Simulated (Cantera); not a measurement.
## NO annealing gas

A perfectly stirred reactor is fed with 77.5 % NO, 22.5 % N₂, at 135 Torr; it is held at 1650 K, and followed from long to short residence time.

Computed with Cantera and GRI-Mech 3.0 (53 species, 325 reactions).

```tsv
τ (s)	x NO	x N₂O	x O₂	x O	x N₂	x NO₂
6.8	0.706	0.000174	0.0340	1.29e-5	0.259	0.000438
1.2	0.761	0.000201	0.00664	7.67e-6	0.232	0.000256
0.21	0.773	0.000183	0.00105	5.73e-6	0.226	0.000179
0.038	0.775	0.000109	0.000107	4.27e-6	0.225	0.000118
0.0067	0.775	3.29e-5	3.48e-6	2.29e-6	0.225	3.60e-5
0.0012	0.775	6.72e-6	9.32e-8	1.31e-6	0.225	5.73e-6
0.00021	0.775	1.21e-6	4.23e-9	6.60e-7	0.225	5.58e-7
```
x: mole fraction; the columns are a selection and need not sum to one.
